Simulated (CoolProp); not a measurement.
R1233zd(E) along the isotherm 47.45 °C: fugacity coefficient from the reference equation and from simpler models built on Tc = 165.7 °C, pc = 35.83 bar, ω = 0.304; each cubic takes its own stable root.

Values from CoolProp's reference Helmholtz-energy equation of state, Akasaka 2022.

| p (bar) | phase | reference | van der Waals | Redlich-Kwong | Soave-Redlich-Kwong | Peng-Robinson |
|---|---|---|---|---|---|---|
| 35.8 | liquid | 0.08019 | 0.2520 | 0.1295 | 0.08238 | 0.08013 |
| 71.7 | liquid | 0.04622 | 0.1591 | 0.07627 | 0.04821 | 0.04605 |
| 107 | liquid | 0.03561 | 0.1334 | 0.05994 | 0.03768 | 0.03537 |
| 143 | liquid | 0.03069 | 0.1248 | 0.05263 | 0.03292 | 0.03037 |
| 179 | liquid | 0.02821 | 0.1242 | 0.04922 | 0.03065 | 0.02781 |
| 215 | liquid | 0.02699 | 0.1284 | 0.04787 | 0.02970 | 0.02650 |
| 251 | liquid | 0.02654 | 0.1362 | 0.04782 | 0.02956 | 0.02595 |
| 287 | liquid | 0.02663 | 0.1472 | 0.04870 | 0.03001 | 0.02592 |
| 322 | liquid | 0.02710 | 0.1609 | 0.05026 | 0.03088 | 0.02627 |
| 358 | liquid | 0.02791 | 0.1781 | 0.05250 | 0.03217 | 0.02694 |
